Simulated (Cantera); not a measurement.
Cantera with NASA thermochemical tables; ideal gases at 1 bar, condensed phases pure. Values are per mole of reaction as written; species without (g) are pure solids or liquids, kept so even where they would boil at 1 bar.

Problem. Between 700 and 1450 K, where is each reaction favourable under standard conditions?
- NaCl + H(g) → HCl(g) + Na

Solution. 
- NaCl + H(g) → HCl(g) + Na: ΔG° is 65 kJ at 700 K and 48 kJ at 1450 K; it stays positive (K < 1). ΔH° is 51 kJ and ΔS° 2 J/K at 1450 K.
